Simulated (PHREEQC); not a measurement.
Make-up at 10 °C: 0.38 mol/kgw ZnSO4, 0.0023 mol/kgw CaCl2, 0.0094 mol/kgw H2SO4 and 0.047 mol/kgw NaCl. Closed to the air; pH follows from the charge balance.

Model: ion-association model, phreeqc.dat, run in PHREEQC.

**Question.** The ionic strength comes out as 0.802 mol/kgw. What activity coefficients do Na+, ZnCl+, Zn(SO4)2-2, SO4-2, ZnCl3- get?

**Answer.** Na+ 0.73, ZnCl+ 0.62, Zn(SO4)2-2 0.35, SO4-2 0.17, ZnCl3- 0.62.

Precipitation was switched off in this run. The ionic strength is past about 0.7 mol/kgw, beyond the range of this activity model, so the values are rough. Constants without temperature data keep their 25 °C values here.
